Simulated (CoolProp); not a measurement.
A single-stage vapour-compression cycle with the fluid: evaporating at 258.15 K (dew point), condensing at 316.15 K (bubble point), superheat 5 K, subcooling 0 K, compressor efficiency 0.9, no pressure losses. The same conditions are run with several fluids, on thermodynamics alone (safety and materials aside).

Computed with CoolProp (reference Helmholtz-energy equation of state of each fluid (R245fa: Akasaka 2015; R124: de Vries 1995; R507A: Lemmon 2003; R1233zd(E): Akasaka 2022; R11: Jacobsen 1992; R404A: Lemmon 2003)). Blends and air are pseudo-pure fits.

```json
[
 {"fluid": "R245fa", "cooling COP": "3.10", "pressure ratio": "10.8", "discharge temperature (K)": "322.6", "refrigerating effect (kJ/kg)": "141", "volumetric capacity (kJ/m³)": "225"},
 {"fluid": "R124", "cooling COP": "2.97", "pressure ratio": "7.23", "discharge temperature (K)": "323.5", "refrigerating effect (kJ/kg)": "106", "volumetric capacity (kJ/m³)": "612"},
 {"fluid": "R507A", "cooling COP": "2.51", "pressure ratio": "5.32", "discharge temperature (K)": "330.0", "refrigerating effect (kJ/kg)": "93.8", "volumetric capacity (kJ/m³)": "1780"},
 {"fluid": "R1233zd(E)", "cooling COP": "3.18", "pressure ratio": "9.89", "discharge temperature (K)": "327.4", "refrigerating effect (kJ/kg)": "145", "volumetric capacity (kJ/m³)": "211"},
 {"fluid": "R11", "cooling COP": "3.34", "pressure ratio": "9.47", "discharge temperature (K)": "343.2", "refrigerating effect (kJ/kg)": "147", "volumetric capacity (kJ/m³)": "189"},
 {"fluid": "R404A", "cooling COP": "2.52", "pressure ratio": "5.44", "discharge temperature (K)": "330.9", "refrigerating effect (kJ/kg)": "97.3", "volumetric capacity (kJ/m³)": "1740"}
]
```
